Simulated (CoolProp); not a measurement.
Values from CoolProp's reference Helmholtz-energy equation of state, Schmidt 1985. Above 300 K oxygen's equation is extrapolated.

Question: For oxygen, give the phase and the Joule-Thomson coefficient (K/MPa), Prandtl number at 32.95 °C and 0.0246 MPa; 210.55 °C and 3.8 MPa.

Answer: 
- 32.95 °C and 0.0246 MPa: gas; Joule-Thomson coefficient 2.55, Prandtl number 0.716
- 210.55 °C and 3.8 MPa: gas; Joule-Thomson coefficient 0.764, Prandtl number 0.730

Viscosity comes from a separate model (Lemmon 2004). Thermal conductivity comes from a separate model (Lemmon 2004).
